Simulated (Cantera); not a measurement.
Input (Python, Cantera):

```python
import numpy as np
import cantera as ct

gas = ct.Solution("gri30.yaml")
gas.TPX = 1648, 110000, {'NO': 1, 'N2': 0.072}
reactor = ct.IdealGasConstPressureReactor(gas, energy="off", clone=False)
net = ct.ReactorNet([reactor])
net.rtol, net.atol = 1e-08, 1e-18
show = ['NO', 'O2', 'O', 'N2', 'NO2']
times = np.geomspace(3e-05, 2, 12)

steps = ct.SolutionArray(gas, extra=["t"])
rows = []
print(f"{'t/s':>10s}{'T/K':>9s}{'P/Pa':>11s}" + "".join(f"{s:>11s}" for s in show))
for t in times:
    while net.time < t:
        t_next = net.step()
        steps.append(gas.state, t=t_next)
    rows.append([np.interp(t, steps.t, y) for y in (steps.T, steps.P, *steps(*show).X.T)])
    print(f"{t:10.3e}{rows[-1][0]:9.1f}{rows[-1][1]:11.4g}" + "".join(f"{x:11.3e}" for x in rows[-1][2:]))
rate = np.gradient(steps.T, steps.t)
print("integrator steps:", len(steps.t))
if steps.T.max() > steps.T[0] + 200:
    print(f"time of steepest temperature rise: {steps.t[rate.argmax()]:.4e} s")
gas.TPX = 1648, 110000, {'NO': 1, 'N2': 0.072}
gas.equilibrate("TP")
print(f"equilibrium (TP): T = {gas.T:.1f} K  " + "  ".join(f"{s} {gas[s].X[0]:.3e}" for s in show))
```

It prints:

```
       t/s      T/K       P/Pa         NO         O2          O         N2        NO2
 3.000e-05   1648.0    1.1e+05  9.328e-01  1.466e-09  2.727e-07  6.716e-02  1.231e-06
 8.235e-05   1648.0    1.1e+05  9.328e-01  5.627e-09  2.841e-07  6.716e-02  3.858e-06
 2.260e-04   1648.0    1.1e+05  9.328e-01  2.516e-08  3.127e-07  6.717e-02  1.116e-05
 6.205e-04   1648.0    1.1e+05  9.328e-01  1.562e-07  3.922e-07  6.717e-02  3.182e-05
 1.703e-03   1648.0    1.1e+05  9.327e-01  1.449e-06  6.140e-07  6.718e-02  9.200e-05
 4.675e-03   1648.0    1.1e+05  9.323e-01  1.897e-05  1.188e-06  6.725e-02  2.617e-04
 1.283e-02   1648.0    1.1e+05  9.314e-01  2.263e-04  2.063e-06  6.755e-02  5.496e-04
 3.523e-02   1648.0    1.1e+05  9.291e-01  1.262e-03  2.449e-06  6.864e-02  6.762e-04
 9.670e-02   1648.0    1.1e+05  9.229e-01  4.263e-03  2.803e-06  7.169e-02  7.816e-04
 2.654e-01   1648.0    1.1e+05  9.064e-01  1.235e-02  3.568e-06  7.990e-02  1.001e-03
 7.286e-01   1648.0    1.1e+05  8.640e-01  3.329e-02  5.018e-06  1.011e-01  1.377e-03
 2.000e+00   1648.0    1.1e+05  7.651e-01  8.241e-02  7.348e-06  1.505e-01  1.823e-03
integrator steps: 770
equilibrium (TP): T = 1648.0 K  NO 2.905e-03  O2 4.649e-01  O 1.656e-05  N2 5.321e-01  NO2 1.607e-05
```

Computed with Cantera and GRI-Mech 3.0 (53 species, 325 reactions).
